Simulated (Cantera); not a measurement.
An isothermal, constant-pressure homogeneous reactor starts with NO : N₂ = 1 : 1.2 (molar parts), at 1573 K and 0.520 bar.

Computed with Cantera and GRI-Mech 3.0 (53 species, 325 reactions).

x: mole fraction; the columns are a selection and need not sum to one.

```tsv
t (s)	x NO	x O	x NO₂	x N₂	x N₂O	x O₂
0.000300	0.455	1.06e-7	6.25e-7	0.545	(withheld)	8.43e-10
0.00139	0.455	1.22e-7	3.32e-6	0.545	(withheld)	8.29e-9
0.00646	0.455	1.98e-7	1.67e-5	0.545	(withheld)	1.73e-7
0.0300	0.454	5.25e-7	8.26e-5	0.546	(withheld)	8.44e-6
0.139	0.454	8.93e-7	0.000167	0.546	7.14e-5	0.000219
0.646	0.451	1.04e-6	0.000197	0.547	7.12e-5	0.00143
3.00	0.440	1.51e-6	0.000289	0.553	6.75e-5	0.00694
13.9	0.395	2.66e-6	0.000474	0.575	(withheld)	0.0296
64.6	0.264	4.56e-6	0.000554	0.641	(withheld)	0.0947
300	0.0978	6.17e-6	0.000281	0.724	(withheld)	0.178
```

Question: Complete the blanks.

Answer: 
- 0.000300, x N₂O: 7.24e-7
- 0.00139, x N₂O: 3.30e-6
- 0.00646, x N₂O: 1.41e-5
- 0.0300, x N₂O: 4.59e-5
- 13.9, x N₂O: 5.38e-5
- 64.6, x N₂O: 2.38e-5
- 300, x N₂O: 3.28e-6
